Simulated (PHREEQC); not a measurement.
A solution holds 0.0061 mol HCl, 0.0014 mol FeCl3 and 0.00019 mol MgCl2 per kg of water, at 25 °C. Closed to the air; pH follows from the charge balance.

Computed with PHREEQC (ion-association model, phreeqc.dat).

This is a speciation only: nothing precipitates in the calculation.

Problem. What pH, ionic strength does the model give?

Solution. pH 2.22; ionic strength 0.0136 mol/kgw.

Problem. In which forms is Cl present?

Solution. Cl- 99 %, FeCl+2 1.2 % of the Cl.

Saturation is exceeded, for instance for Hematite (slow to form), Goethite (slow to form); the values hold only as long as no solid forms.
